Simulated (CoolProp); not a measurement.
The numbers come from the reference Helmholtz-energy equation of state, Zhou 2011 in CoolProp.

**Question.** For dimethyl carbonate, give the phase and the cv (kJ/(kg K)), Joule-Thomson coefficient (K/MPa) at 151.45 °C and 1.03 bar; 165.05 °C and 5.64 bar; 128.25 °C and 0.688 bar.

**Answer.** 
- 151.45 °C and 1.03 bar: gas; cv 1.41, Joule-Thomson coefficient 14.4
- 165.05 °C and 5.64 bar: gas; cv 1.47, Joule-Thomson coefficient 15.0
- 128.25 °C and 0.688 bar: gas; cv 1.36, Joule-Thomson coefficient 17.1
